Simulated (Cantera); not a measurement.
Input: 1 mol S, 0.067 mol SO2, 0.43 mol H2, at 1348.15 K and 15.0 Pa.

Cantera equilibrium calculation (NASA polynomials, part measured and part estimated; ideal gas, pure solids and liquids). Candidate condensed phases: H2O, H2SO4, S; 19 gas species. Kinetics and transport are ignored.

Base state: S2 0.540, H2 0.300, H2O 0.125, H2S 0.0223, SO2 0.00640, SH 0.00334, SO 0.00178, S 0.000344 (mole fractions); condensed: gas only.

### Question
What changes in the equilibrium state with this change: SO2 from 0.067 to 0.38 mol?

### Answer
```
species    before    after
-------  --------  -------
S2          0.540    0.457
H2O         0.125    0.238
SO2       0.00640    0.183
H2          0.300    0.102
H2S        0.0223  0.00697
SO        0.00178  0.00914
S2O      0.000289  0.00136
```
